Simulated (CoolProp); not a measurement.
The fluid at 329.79 K and 0.00712 MPa expands adiabatically to 0.000722 MPa with isentropic efficiency 0.85. The same conditions are run with several fluids, on thermodynamics alone (safety and materials aside).

The numbers come from the reference Helmholtz-energy equation of state of each fluid (n-heptane: Span 2003; vinyl chloride: Thol 2022; dimethyl ether: Wu 2011; oxygen: Schmidt 1985) in CoolProp.

**Question.** Rank n-heptane, vinyl chloride, dimethyl ether, oxygen by work (kJ/kg), highest first.

**Answer.** oxygen (123), dimethyl ether (101), vinyl chloride (71.7), n-heptane (50.3)

```
fluid           final temperature (K)  final density (kg/m³)
--------------  ---------------------  ---------------------
n-heptane                       300.3                 0.0290
vinyl chloride                  243.9                 0.0223
dimethyl ether                  258.8                 0.0155
oxygen                          195.8                 0.0142
```

Above 300 K oxygen's equation is extrapolated.
